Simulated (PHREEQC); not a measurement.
Make-up at 25 °C: 0.0025 mol/kgw Cu(NO3)2 and 0.00014 mol/kgw H3BO3. Closed to the air; pH follows from the charge balance.

All values are PHREEQC results (ion-association model, wateq4f.dat), not measurements.

Each row changes one thing in this solution. Precipitation was switched off in this run.

```tsv
case	pH	Cu2(OH)2+2 (mol/kgw)	CuOH+ (mol/kgw)	Cu(OH)2 (mol/kgw)	SI of Tenorite (CuO)	SI of Cu(OH)2 (Cu(OH)2)
as made	5.08	2.82e-6	2.32e-6	5.30e-7	-0.21	-1.23
Cu(NO3)2 from 0.0025 to 0.025 mol/kgw	4.54	1.48e-5	4.69e-6	2.60e-7	-0.52	-1.54
Cu(NO3)2 from 0.0025 to 0.005 mol/kgw	?	4.81e-6	2.93e-6	4.46e-7	-0.29	-1.31
H3BO3 replaced by NaBF4 at the same molality	3.59	2.94e-9	7.47e-8	5.54e-10	-3.20	-4.22
H3BO3 left out	5.08	2.82e-6	2.32e-6	?	-0.21	-1.23
temperature from 25 to 30 °C	5.03	3.62e-6	2.06e-6	4.18e-7	-0.13	-1.15
diluted 2-fold with water	5.24	1.58e-6	?	6.00e-7	-0.16	-1.18
Cu(NO3)2 from 0.0025 to 0.00375 mol/kgw	4.99	?	2.67e-6	4.82e-7	-0.26	-1.28
```

Task: What belongs in the gaps?

Result: 
- Cu(NO3)2 from 0.0025 to 0.005 mol/kgw, pH: 4.92
- H3BO3 left out, Cu(OH)2 (mol/kgw): 5.31e-7
- diluted 2-fold with water, CuOH+ (mol/kgw): 1.78e-6
- Cu(NO3)2 from 0.0025 to 0.00375 mol/kgw, Cu2(OH)2+2 (mol/kgw): 3.87e-6

Complexes and solids missing from the database can't appear. Real BF4- forms and hydrolyses slowly; the run takes it at equilibrium.
